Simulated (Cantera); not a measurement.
A freely propagating, adiabatic, planar premixed flame of H2 : O2 : N2 = 1 : 0.25 : 0.75 (molar parts), unburnt at 450 K and 0.572 atm; mixture-averaged transport, grid criteria slope 0.08 and curve 0.16, no radiation.

Cantera simulation using the H2/O2 subset of GRI-Mech 3.0, which has no nitrogen chemistry; the numbers are that mechanism's predictions, not measurements. Burning velocities carry a grid error of a few per cent, more on coarse grids.

x: mole fraction of selected species; z is measured from the peak of heat release.

| z (mm) | T (K) | u (m/s) | x H2 | x O2 | x O | x H2O | x HO2 | x OH |
|---|---|---|---|---|---|---|---|---|
| -2.40 | 450 | 6.23 | 0.500 | 0.125 | <1e-8 | <1e-8 | <1e-8 | <1e-8 |
| -1.60 | 450 | 6.23 | 0.500 | 0.125 | <1e-8 | <1e-8 | <1e-8 | <1e-8 |
| -1.20 | 450 | 6.23 | 0.500 | 0.125 | <1e-8 | <1e-8 | <1e-8 | <1e-8 |
| -0.801 | 450 | 6.23 | 0.500 | 0.125 | <1e-8 | 2.03e-8 | … | <1e-8 |
| -0.400 | 466 | 6.42 | 0.498 | 0.125 | 5.47e-6 | 0.000440 | … | 4.65e-5 |
| -0.200 | 724 | 9.72 | 0.463 | 0.119 | 0.000255 | 0.0210 | … | 0.000736 |
| 0 | 1170 | 15.2 | 0.346 | 0.0775 | 0.00364 | 0.113 | … | 0.00222 |
| 0.200 | 1456 | 18.8 | 0.241 | 0.0174 | 0.00398 | 0.227 | … | 0.00434 |
| 0.400 | 1573 | 20.2 | 0.222 | 0.00307 | 0.00232 | 0.256 | … | 0.00480 |
| 0.801 | 1687 | 21.5 | 0.228 | 0.00100 | 0.00184 | 0.262 | … | 0.00546 |
| 1.60 | 1812 | 22.9 | 0.238 | 0.000725 | 0.00148 | 0.265 | … | 0.00586 |
| 3.20 | 1940 | 24.3 | 0.249 | 0.000483 | 0.00102 | 0.269 | … | 0.00573 |
| 6.41 | 2057 | 25.5 | 0.259 | 0.000277 | 0.000608 | 0.273 | … | 0.00503 |

### Question
Some entries are withheld; supply them.

### Answer

- -0.801, x HO2: 5.84e-8
- -0.400, x HO2: 0.000190
- -0.200, x HO2: 0.000142
- 0, x HO2: 4.97e-5
- 0.200, x HO2: 1.08e-5
- 0.400, x HO2: 1.82e-6
- 0.801, x HO2: 5.71e-7
- 1.60, x HO2: 3.96e-7
- 3.20, x HO2: 2.64e-7
- 6.41, x HO2: 1.63e-7
